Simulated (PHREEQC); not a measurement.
A solution holds 0.2 mol/kgw Cu(NO3)2, 0.018 mol/kgw HNO3 and 0.17 mol/kgw Na2SO4, at 60 °C. Closed to the air; pH follows from the charge balance.

Equilibrium calculation in PHREEQC: ion-association model, wateq4f.dat.

| quantity | before | after |
|---|---|---|
| pH | 2.48 | 2.57 |
| ionic strength (mol/kgw) | 0.805 | 0.572 |
| SO4-2 (mol/kgw) | 0.0713 | 0.0842 |
| NaSO4- (mol/kgw) | 0.0224 | 0.0291 |
| HSO4- (mol/kgw) | 0.0135 | 0.0144 |
| SI of Mirabilite (Na2SO4:10H2O) | -3.71 | -3.57 |

### Question
Name the change that produced these shifts.
A. 0.0037 mol/kgw HF added
B. Cu(NO3)2 from 0.2 to 0.1 mol/kgw
C. HNO3 replaced by Cd(NO3)2 at the same molality
D. Cu(NO3)2 left out

### Answer
B, Cu(NO3)2 from 0.2 to 0.1 mol/kgw

No solid was allowed to form. The ionic strength passes 0.7 mol/kgw, the rough limit of the ion-association models, in before. Away from 25 °C the constants follow the database's enthalpies or fits; those with neither stay at their 25 °C values.
